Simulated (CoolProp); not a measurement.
Ethylene along the isotherm 20.15 °C: density (kg/m³) from the reference equation and from simpler models built on Tc = 9.2 °C, pc = 5.042 MPa, ω = 0.087; each cubic takes its own stable root.

Values from CoolProp's reference Helmholtz-energy equation of state, Smukala 2000.

```
p (MPa)          phase  reference  ideal gas  Redlich-Kwong  Soave-Redlich-Kwong  Peng-Robinson
-------  -------------  ---------  ---------  -------------  -------------------  -------------
5.6      supercritical      129.9      64.42          129.7                127.1          134.8
11.2     supercritical      360.1      128.8          326.0                323.8          357.7
16.8     supercritical      396.5      193.3          370.7                369.2          409.5
22.4     supercritical      418.9      257.7          398.8                397.6          441.5
28       supercritical      435.5      322.1          419.6                418.6          465.0
33.6     supercritical      448.8      386.5          436.2                435.3          483.6
39.2     supercritical      460.1      451.0          449.9                449.2          499.0
44.8     supercritical      470.0      515.4          461.7                461.0          512.1
50.4     supercritical      478.7      579.8          472.0                471.3          523.5
```
